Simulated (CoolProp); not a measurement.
Computed with CoolProp (reference Helmholtz-energy equation of state, Lemmon 2006). It is a short technical equation, of lower accuracy than the large ones.

**Question.** Give the vapour pressure (MPa), enthalpy of vaporisation (kJ/kg), vapour Z, surface tension (mN/m) of saturated C2F6 (R116) at -48.85 °C.

**Answer.** 
```
T (°C)  p (MPa)  enthalpy of vaporisation (kJ/kg)  vapour Z  surface tension (mN/m)
------  -------  --------------------------------  --------  ----------------------
-48.85    0.387                               103     0.884                    7.17
```

Surface tension comes from a separate correlation (Mulero 2012).
